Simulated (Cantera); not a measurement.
A closed system holds: 1 mol Fe₃O₄, a varied amount of H₂, held at 1848 K and 0.00133 bar.

Method: chemical equilibrium by Gibbs-energy minimisation in Cantera with the NASA 1993 tables (ideal gas, pure condensed phases). Candidate condensed phases: Fe, FeO, Fe(OH)₂, Fe(OH)₃, Fe₂O₃, Fe₃O₄, H₂O; 12 gas species. Rates play no part.

Q: At 770 mol H₂, list the 4 most abundant gas species with their mole fractions, and the condensed phases.

A: H₂ 0.977, H 0.0144, H₂O 0.00513, Fe 0.00385. Condensed: gas only.
